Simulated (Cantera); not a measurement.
Feed: 1 mol MgO, 0.16 mol H2S, 1.2 mol N2, at 5400 Pa.

Method: chemical equilibrium by Gibbs-energy minimisation in Cantera with the NASA 1993 tables (ideal gas, pure condensed phases). Candidate condensed phases: H2O, H2SO4, Mg, MgO, Mg(OH)2, MgS, MgSO4, S; 43 gas species. Mutual solubility and eutectic melting of coexisting phases are not modelled. Gases not in the tables: S3 to S7. The numbers say what is thermodynamically allowed, not how fast it happens.

Which condensed phases are stable at each of these points (T (K)): 1175, 1275, 1375, 1475, 1575, 1675, 1775, 1875?


```tsv
T (K)	condensed phases	Mg condensed (%)
1175	MgO(s) + MgS(s)	100.0
1275	MgO(s) + MgS(s)	100.0
1375	MgO(s) + MgS(s)	100.0
1475	MgO(s) + MgS(s)	100.0
1575	MgO(s) + MgS(s)	100.0
1675	MgO(s) + MgS(s)	100.0
1775	MgO(s) + MgS(s)	99.9
1875	MgO(s)	99.7
```

From 1175 K to 1775 K the condensed part is MgO(s) + MgS(s). At 1875 K the condensed part is MgO(s).
